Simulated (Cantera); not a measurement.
A closed system holds: 1 mol trisilylamine, 4.4 mol N₂, 66 mol H₂, held at 1250 K and 19.0 mbar.

Equilibrium computed with Cantera from the NASA thermochemical tables; the gas is ideal and each condensed phase is pure. Candidate condensed phases: Si, Si₃N₄; 18 gas species. The feed counts by its element totals alone. Equilibrium is a limit: real reactors are often held back by kinetics, nucleation or transport.

Base state: H₂ 0.960, N₂ 0.0395 (mole fractions); condensed: Si₃N₄(s).

Question: What changes in the equilibrium state with this change: trisilylamine replaced by SiHCl₃?

Answer: 
```json
[
 {"species": "H₂", "before": "0.960", "after": "0.906"},
 {"species": "N₂", "before": "0.0395", "after": "0.0521"},
 {"species": "HCl", "before": "0", "after": "0.0418"},
 {"species": "SiCl₂", "before": "0", "after": "1.23e-5"},
 {"species": "Si₃N₄(s), mol", "before": "1.00", "after": "0.333"}
]
```
N₂ is the only nitrogen source here; it is nearly inert below about 1500 K, so the nitride shown seldom forms there in practice. Further candidate phases: NH₄Cl.
